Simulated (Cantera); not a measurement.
Input: 1 mol HMDSO, 0.68 mol O3, 2.3 mol N2, at 475 °C and 10.0 Torr.

Equilibrium computed with Cantera from the NASA thermochemical tables; the gas is ideal and each condensed phase is pure. Candidate condensed phases: C, C6H6, C7H8, C8H18, H2O, Si, SiC, SiO2, Si2N2O, Si3N4; 151 gas species. The feed counts by its element totals alone. N2 is the only nitrogen source here; it is nearly inert below about 1500 K, so the nitride shown seldom forms there in practice. The numbers say what is thermodynamically allowed, not how fast it happens.

Base state: H2 0.787, N2 0.185, CH4 0.0273, NH3 2.09e-5 (mole fractions); condensed: C(graphite) + SiO2(α-quartz) + Si2N2O(s).

Question: What changes in the equilibrium state with this change: N2 from 2.3 to 86 mol?

Answer: 
```csv
species,before,after
N2,0.185,0.905
H2,0.787,0.0943
CH4,0.0273,0.000392
NH3,2.09e-5,1.92e-6
"C(graphite), mol",5.71,5.96
"SiO2(α-quartz), mol",1.36,1.36
"Si2N2O(s), mol",0.320,0.320
```
